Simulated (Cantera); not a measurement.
Charge: 1 mol CCl₄, 1.3 mol Si, 3.5 mol H₂, held at 823.15 K and 1.00 Pa.

Equilibrium computed with Cantera from the NASA thermochemical tables; the gas is ideal and each condensed phase is pure. The tables' values for SiCl₃ are old estimates; treat these amounts as uncertain. Equilibrium is a limit: real reactors are often held back by kinetics, nucleation or transport.

| species | before | after |
|---|---|---|
| H₂ | 0.561 | 0.682 |
| SiCl₄ | 0.126 | 0.220 |
| CH₄ | 2.93e-6 | 0.0562 |
| HCl | 0.313 | 0.0371 |
| SiCl₂ | 1.13e-5 | 1.31e-7 |
| SiHCl₃ | 0.000274 | 0.00489 |
| SiCl₃ | 0.000126 | 1.79e-5 |
| C(graphite), mol | 0.319 | 0.424 |
| SiC(s), mol | 0.681 | 0.334 |
Gas species are given as mole fractions.

Problem. Which change was made?
A) pressure from 1.00 Pa to 0.400 bar
B) temperature from 823.15 K to 1175 K
C) pressure from 1.00 Pa to 0.600 bar
D) pressure from 1.00 Pa to 0.130 bar

Solution. D, pressure from 1.00 Pa to 0.130 bar
